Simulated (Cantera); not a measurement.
Low-pressure radical oxidation in H2/O2

An isothermal, constant-pressure homogeneous reactor starts with H₂ : O₂ = 1.9 : 1 (molar parts), equivalence ratio 0.95, at 1400 K and 20.0 Torr.

Cantera simulation using the H2/O2 subset of GRI-Mech 3.0, which has no nitrogen chemistry; the numbers are that mechanism's predictions, not measurements. Radical loss at walls, strong at low pressure, is not modelled. The temperature is held fixed by assumption; the heat of reaction is taken as removed at once.

```tsv
t (s)	x H₂	x O₂	x OH	x H	x HO₂
2.00e-5	0.655	0.345	2.77e-8	2.87e-7	2.10e-7
5.91e-5	0.655	0.345	3.26e-7	3.02e-6	6.18e-7
0.000175	0.653	0.344	0.000119	0.00109	2.48e-6
0.000516	0.105	0.110	0.0231	0.305	5.04e-6
0.00152	0.106	0.105	0.0225	0.257	5.39e-6
0.00451	0.0953	0.0872	0.0195	0.149	5.69e-6
0.0133	0.0559	0.0551	0.0118	0.0399	4.49e-6
0.0393	0.0197	0.0344	0.00553	0.00584	2.77e-6
0.116	0.00469	0.0273	0.00239	0.000581	1.43e-6
0.344	0.000793	0.0258	0.000955	3.89e-5	4.07e-7
1.02	0.000130	0.0256	0.000387	2.59e-6	8.09e-8
3.00	3.09e-5	0.0256	0.000190	3.02e-7	2.86e-8
```
x: mole fraction; the columns are a selection and need not sum to one.

Equilibrium at this temperature and pressure: H₂ 1.70e-5, O₂ 0.0256, OH 0.000141, H 1.24e-7, HO₂ 2.35e-8 (gas phase only).
